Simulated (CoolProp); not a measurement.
Aqueous ethanol as a coolant, at -7 °C, 1 atm.

The numbers come from the Melinder's fits for secondary coolants in CoolProp.

```json
[
 {"mass %": "22.1", "freezing point (°C)": "-12.9", "Prandtl number": "85.4", "density (kg/m³)": "975.6", "conductivity (W/(m K))": "0.431", "cp (kJ/(kg K))": "4.341"},
 {"mass %": "28.5", "freezing point (°C)": "-18.7", "Prandtl number": "103", "density (kg/m³)": "969.8", "conductivity (W/(m K))": "0.400", "cp (kJ/(kg K))": "4.181"},
 {"mass %": "34.9", "freezing point (°C)": "-24.8", "Prandtl number": "113", "density (kg/m³)": "962.0", "conductivity (W/(m K))": "0.371", "cp (kJ/(kg K))": "3.988"},
 {"mass %": "41.3", "freezing point (°C)": "-30.7", "Prandtl number": "115", "density (kg/m³)": "951.9", "conductivity (W/(m K))": "0.344", "cp (kJ/(kg K))": "3.794"},
 {"mass %": "47.7", "freezing point (°C)": "-35.9", "Prandtl number": "110", "density (kg/m³)": "939.7", "conductivity (W/(m K))": "0.319", "cp (kJ/(kg K))": "3.613"},
 {"mass %": "54.1", "freezing point (°C)": "-40.5", "Prandtl number": "101", "density (kg/m³)": "926.0", "conductivity (W/(m K))": "0.295", "cp (kJ/(kg K))": "3.436"}
]
```
